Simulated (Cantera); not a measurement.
An isothermal, constant-pressure homogeneous reactor starts with H2 : O2 = 0.038 : 1 (molar parts), at 1448 K and 8.25 Torr. Integrator tolerance rtol = 1e-08.

Computed with Cantera and GRI-Mech 3.0 (53 species, 325 reactions). Radical loss at walls, strong at low pressure, is not modelled. The temperature is held fixed by assumption; the heat of reaction is taken as removed at once.

Task: What does this change do: temperature 1448 to 1350 K?

Result: 
```
quantity                                              before                                     after
-----------------  -----------------------------------------  ----------------------------------------
x(H2) at 2.00 s      1.13e-5 (gas-phase equilibrium 3.35e-7)   5.93e-6 (gas-phase equilibrium 7.44e-8)
x(O2) at 2.00 s          0.962 (gas-phase equilibrium 0.963)       0.962 (gas-phase equilibrium 0.963)
x(O) at 2.00 s      0.000626 (gas-phase equilibrium 1.84e-5)  0.000317 (gas-phase equilibrium 3.97e-6)
x(OH) at 2.00 s    0.000786 (gas-phase equilibrium 0.000135)  0.000452 (gas-phase equilibrium 5.07e-5)
x(H2O2) at 2.00 s   4.79e-9 (gas-phase equilibrium 5.83e-10)  6.33e-9 (gas-phase equilibrium 3.04e-10)
x(H) at 2.00 s       1.01e-5 (gas-phase equilibrium 5.12e-8)   4.43e-6 (gas-phase equilibrium 6.24e-9)
x(H2O) at 2.00 s       0.0369 (gas-phase equilibrium 0.0372)     0.0370 (gas-phase equilibrium 0.0373)
```

Task: What does this change do: 0.077 parts H2O added?

Result: 
| quantity | before | after |
|---|---|---|
| x(H2) at 2.00 s | 1.13e-5 (gas-phase equilibrium 3.35e-7) | 8.18e-6 (gas-phase equilibrium 9.79e-7) |
| x(O2) at 2.00 s | 0.962 (gas-phase equilibrium 0.963) | 0.895 (gas-phase equilibrium 0.895) |
| x(O) at 2.00 s | 0.000626 (gas-phase equilibrium 1.84e-5) | 0.000148 (gas-phase equilibrium 1.77e-5) |
| x(OH) at 2.00 s | 0.000786 (gas-phase equilibrium 0.000135) | 0.000644 (gas-phase equilibrium 0.000223) |
| x(H2O2) at 2.00 s | 4.79e-9 (gas-phase equilibrium 5.83e-10) | 4.74e-9 (gas-phase equilibrium 1.58e-9) |
| x(H) at 2.00 s | 1.01e-5 (gas-phase equilibrium 5.12e-8) | 2.11e-6 (gas-phase equilibrium 8.75e-8) |
| x(H2O) at 2.00 s | 0.0369 (gas-phase equilibrium 0.0372) | 0.105 (gas-phase equilibrium 0.105) |
